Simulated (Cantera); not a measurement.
Cantera run:

```python
import numpy as np
import cantera as ct

gas_names = """
    Hg N NO NO2 NO3 N2 N2O O O2 O3
""".split()
cond_names = """
    Hg(cr) Hg(L) HgO(s)
""".split()


# ... load() reads the species with a 1 bar reference pressure and builds the phases ...
atoms = {
    'HgO': {'Hg': 1, 'O': 1},
    'N2': {'N': 2},
}
top_T = {}  # K; cautious upper limits of use, not melting points


# ... equilibrate(T, P, feed) seeds the gas with the atoms and calls Mixture.equilibrate('TP', solver="vcs", rtol=1e-11, max_steps=5000) ...
results = []
feed = {'HgO': 1, 'N2': 1.8}  # mol
T = 1498  # K
P = 14  # Pa
mix = equilibrate(T, P, feed)
results.append((T, P, feed, dict(zip(mix.species_names, mix.species_moles))))
print(gas.report(threshold=0.001))
for i in range(1, mix.n_phases):
    print(f"{mix.phase(i).name:16s} {mix.phase_moles(i):12.5e} mol")
```

Output:

```
       temperature   1498 K
          pressure   14 Pa
           density   9.0945e-05 kg/m^3
  mean mol. weight   80.909 kg/kmol
   phase of matter   gas

                          1 kg             1 kmol
                     ---------------   ---------------
          enthalpy        6.5865e+05        5.3291e+07  J
   internal energy        5.0471e+05        4.0836e+07  J
           entropy            3907.5        3.1615e+05  J/K
    Gibbs function       -5.1948e+06       -4.2031e+08  J
 heat capacity c_p            380.51             30787  J/K
 heat capacity c_v            277.75             22473  J/K

                      mass frac. Y      mole frac. X     chem. pot. / RT
                     ---------------   ---------------   ---------------
                Hg           0.75124           0.30301           -28.217
                N2            0.1887           0.54499           -35.489
                O2          0.059723           0.15101           -38.543
     [   +7 minor]        0.00034257        0.00098418

Hg(L)             0.00000e+00 mol
```

Cantera equilibrium calculation (NASA polynomials, part measured and part estimated; ideal gas, pure solids and liquids).
